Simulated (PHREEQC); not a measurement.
Reverse-osmosis permeate (model solution)

Synthetic water in mg/kgw, 20 °C, pH 6.66, pe 9.5:

| constituent | mg/kgw |
|---|---|
| Na | 5.74 |
| K | 1.84 |
| Ca | 20.8 |
| Mg | 0.762 |
| Cl | 40 |
| S(6) as SO4 | 7.54 |
| Alkalinity as HCO3 | 1.71 |
| B | 0.013 |
| Zn | 0.128 |

Valence states are taken as typed.

All values are PHREEQC results (ion-association model, phreeqc.dat), not measurements.

No solid was allowed to form.

### Question
What specific conductance, charge-balance error does the model give?

### Answer
specific conductance 152 µS/cm; charge-balance error 3.3 %.

### Question
In which forms is Mg present?

### Answer
Mg+2 99 %, MgSO4 1.0 % of the Mg.
